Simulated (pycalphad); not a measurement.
Source of the numbers: pycalphad with the COST 507 light-alloy database (1999); pressure 1 atm. These are 1990s assessments: newer ones move some temperatures and phases. Amounts are mole fractions of atoms.

Question: Give the equilibrium state of Sn-92.5Si (at.%) at 510 K.

Answer: DIAMOND_A4, fraction 0.925, with >99.99 Si at.%; LIQUID, fraction 0.075, with <0.01 Si at.%.

DIAMOND_A4 is diamond (Si).
